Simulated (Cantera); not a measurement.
Feed: 1 mol Mg(OH)₂, 1.4 mol H₂O, 2.5 mol CO₂, held at 1525 K and 4650 Torr.

These are equilibrium values from Cantera (NASA tables, ideal gas, pure condensed phases), not measurements of a reactor. Candidate condensed phases: C, C₆H₆, C₇H₈, C₈H₁₈, H₂O, Mg, MgCO₃, MgO, Mg(OH)₂; 116 gas species. The numbers say what is thermodynamically allowed, not how fast it happens.

Base state: CO₂ 0.510, H₂O 0.490, CO 0.000148, O₂ 9.56e-5, H₂ 5.29e-5, OH 1.99e-5 (mole fractions); condensed: MgO(s).

Problem. What changes in the equilibrium state with this change: temperature from 1525 K to 1875 K?

Solution. 
```
species        before     after
-----------  --------  --------
CO₂             0.510     0.507
H₂O             0.490     0.488
CO           0.000148   0.00239
OH            1.99e-5  0.000424
O₂            9.56e-5   0.00137
H₂            5.29e-5  0.000559
MgO(s), mol     1.000     1.000
```

Problem. What changes in the equilibrium state with this change: Mg(OH)₂ replaced by Ca(OH)₂?

Solution. 
| species | before | after |
|---|---|---|
| CO₂ | 0.510 | 0.510 |
| H₂O | 0.490 | 0.490 |
| CO | 0.000148 | 0.000148 |
| H₂ | 5.29e-5 | 5.29e-5 |
| OH | 1.99e-5 | 1.99e-5 |
| O₂ | 9.56e-5 | 9.56e-5 |
| MgO(s), mol | 1.000 | 0 |
| CaO(s), mol | 0 | 1.000 |
Further candidate phases: Ca, CaCO₃, CaO, Ca(OH)₂.

Problem. What changes in the equilibrium state with this change: temperature from 1525 K to 1950 K?

Solution. 
```json
[
 {"species": "CO₂", "before": "0.510", "after": "0.505"},
 {"species": "H₂O", "before": "0.490", "after": "0.487"},
 {"species": "CO", "before": "0.000148", "after": "0.00379"},
 {"species": "Mg(OH)₂", "before": "1.27e-7", "after": "1.27e-5"},
 {"species": "H", "before": "6.91e-8", "after": "1.33e-5"},
 {"species": "OH", "before": "1.99e-5", "after": "0.000707"},
 {"species": "MgO(s), mol", "before": "1.000", "after": "1.000"}
]
```
